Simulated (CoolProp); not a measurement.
Saturation properties of diethyl ether (Tc = 467.9 K, pc = 3.717 MPa, ω = 0.282).

Computed with CoolProp (reference Helmholtz-energy equation of state, Thol 2014).

```tsv
T (K)	p (MPa)	vapour Z	surface tension (mN/m)
366	0.5536	?	8.75
374.4	0.6732	0.8373	?
382.8	?	0.8152	6.96
391.2	0.9686	0.7911	6.09
399.5	1.146	0.7649	5.26
407.9	1.348	0.7357	4.43
416.3	1.576	0.7034	3.64
424.7	1.832	0.6673	2.88
433	?	?	2.16
441.4	2.435	?	?
449.8	2.793	0.5247	0.875
```

**Question.** What belongs in the gaps?

**Answer.** 
- 366, vapour Z: 0.8574
- 374.4, surface tension (mN/m): 7.85
- 382.8, p (MPa): 0.8109
- 433, p (MPa): 2.116
- 433, vapour Z: 0.6271
- 441.4, vapour Z: 0.5803
- 441.4, surface tension (mN/m): 1.49

It boils at 307.6 K under 1 atm.

Surface tension comes from a separate correlation (Mulero 2014).
